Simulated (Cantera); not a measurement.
Charge: 1 mol B2H6, 0.083 mol O2, at 1675 K and 0.133 bar.

Method: chemical equilibrium by Gibbs-energy minimisation in Cantera with the NASA 1993 tables (ideal gas, pure condensed phases). Candidate condensed phases: B, B2O3, B3O3H3, H2O; 23 gas species. The feed counts by its element totals alone. The tables' values for BH2 are old estimates; treat these amounts as uncertain. Kinetics and transport are ignored.

Base state: H2 0.956, HBO 0.0345, B2O2 0.00606, B2O3 0.00116, HBO2 0.000814, B3O3H3 0.000665, H 0.000311, BO 0.000231 (mole fractions); condensed: B(s).

Question: What changes in the equilibrium state with this change: pressure from 0.133 bar to 5.60 mbar?

Answer: 
| species | before | after |
|---|---|---|
| H2 | 0.956 | 0.953 |
| HBO | 0.0345 | 0.0371 |
| B2O2 | 0.00606 | 0.00707 |
| H | 0.000311 | 0.00151 |
| B3O3H3 | 0.000665 | 1.47e-6 |
| BO | 0.000231 | 0.00122 |
| H2O | 3.26e-5 | 7.18e-6 |
| B(s), mol | 1.84 | 1.84 |
